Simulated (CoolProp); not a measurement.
The fluid at 298.15 K and 0.00428 MPa is compressed adiabatically to 0.02 MPa with isentropic efficiency 0.8. The same conditions are run with several fluids, on thermodynamics alone (safety and materials aside).

Computed with CoolProp (reference Helmholtz-energy equation of state of each fluid (R365MFC: Lemmon 2016; sulfur hexafluoride: Guder 2009; C3F8 (R218): Lemmon 2006; R245fa: Akasaka 2015; R22: Kamei 1995)).

```tsv
fluid	work (kJ/kg)	final temperature (K)	final density (kg/m³)
R365MFC	33.6	…	1.08
sulfur hexafluoride	34.9	347.9	1.01
C3F8 (R218)	26.5	330.9	1.37
R245fa	…	340.2	…
R22	…	386.5	0.539
```

What belongs in the gaps?


- R365MFC, final temperature (K): 331.5
- R245fa, work (kJ/kg): 37.6
- R245fa, final density (kg/m³): 0.952
- R22, work (kJ/kg): 61.7
